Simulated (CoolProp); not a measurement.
Properties of R125 along the isotherm -89.75 °C (Tc = 66.0 °C, pc = 3.618 MPa, ω = 0.305).

Values from CoolProp's reference Helmholtz-energy equation of state, Lemmon 2005.

```
p (MPa)   phase  density (kg/m³)  isothermal compressibility (1/MPa)  conductivity (mW/(m K))
-------  ------  ---------------  ----------------------------------  -----------------------
0.00572     gas           0.4525                               175.7                     5.94
0.0102   liquid             1655                            0.001198                      111
0.0181   liquid             1655                            0.001198                      111
0.0322   liquid             1655                            0.001198                      111
0.0572   liquid             1656                            0.001197                      111
0.102    liquid             1656                            0.001197                      111
0.181    liquid             1656                            0.001195                      111
0.322    liquid             1656                            0.001193                      111
0.572    liquid             1657                            0.001189                      111
1.02     liquid             1657                            0.001182                      111
1.81     liquid             1659                            0.001169                      112
```

Thermal conductivity comes from a separate model (Perkins 2006).
